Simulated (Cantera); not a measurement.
What does this Cantera script print?

```python
import numpy as np
import cantera as ct

gas = ct.Solution("gri30.yaml", transport_model="mixture-averaged")
show = ['H', 'CH4', 'O']

rows = []
print(f"{'T/K':>7s}{'rho':>11s}{'cp':>10s}{'mu':>11s}{'lambda':>11s}{'Pr':>7s}" + "".join(f"{'D_' + s:>11s}" for s in show))
for T in [400, 650, 900, 1150, 1400, 1650, 1900, 2150]:
    gas.TPX = T, 460000, {'NO': 0.45}
    Pr = gas.cp_mass * gas.viscosity / gas.thermal_conductivity
    D = [gas.mix_diff_coeffs_mole[gas.species_index(s)] for s in show]
    rows.append([gas.density, gas.cp_mass, gas.viscosity, gas.thermal_conductivity, Pr, *D])
    print(f"{T:7g}{gas.density:11.4e}{gas.cp_mass:10.1f}{gas.viscosity:11.4e}"
          f"{gas.thermal_conductivity:11.4e}{Pr:7.3f}" + "".join(f"{d:11.4e}" for d in D))
print("SI units: kg/m3, J/kg/K, Pa s, W/m/K, m2/s")
```

It prints:

```
    T/K        rho        cp         mu     lambda     Pr        D_H      D_CH4        D_O
    400 4.1502e+00     998.6 2.3120e-05 3.2415e-02  0.712 4.4739e-05 8.1230e-06 1.1612e-05
    650 2.5540e+00    1054.2 3.2312e-05 4.8223e-02  0.706 1.0323e-04 1.8731e-05 2.6447e-05
    900 1.8445e+00    1113.9 4.0086e-05 6.3038e-02  0.708 1.7879e-04 3.2431e-05 4.5580e-05
   1150 1.4436e+00    1153.1 4.7043e-05 7.6728e-02  0.707 2.6943e-04 4.8868e-05 6.8532e-05
   1400 1.1858e+00    1181.0 5.3449e-05 8.9432e-02  0.706 3.7389e-04 6.7810e-05 9.4991e-05
   1650 1.0061e+00    1202.5 5.9446e-05 1.0130e-01  0.706 4.9126e-04 8.9092e-05 1.2473e-04
   1900 8.7373e-01    1218.7 6.5123e-05 1.1247e-01  0.706 6.2081e-04 1.1259e-04 1.5756e-04
   2150 7.7214e-01    1230.8 7.0538e-05 1.2304e-01  0.706 7.6199e-04 1.3819e-04 1.9334e-04
SI units: kg/m3, J/kg/K, Pa s, W/m/K, m2/s
```

Detailed kinetics in Cantera: GRI-Mech 3.0 (53 species, 325 reactions). The composition is frozen, though it would react at the higher temperatures.
